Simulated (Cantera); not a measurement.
A freely propagating, adiabatic, planar premixed flame of 9.51 % CH4, 19.0 % O2, 71.5 % N2, equivalence ratio 1.0, unburnt at 525 K and 0.133 bar; mixture-averaged transport, grid criteria slope 0.08 and curve 0.16, no radiation.

Computed with Cantera and GRI-Mech 3.0 (53 species, 325 reactions). Burning velocities carry a grid error of a few per cent, more on coarse grids.

### Question
Predict: laminar burning velocity; thermal thickness; peak x(HO2); peak x(HCO); peak x(H); peak x(C2H2).

### Answer
```json
{
 "laminar_burning_velocity": "147 cm/s",
 "thermal_thickness": "2.04 mm",
 "peak x(HO2)": "0.000149",
 "peak x(HCO)": "9.74e-5",
 "peak x(H)": "0.0161",
 "peak x(C2H2)": "0.000124"
}
```
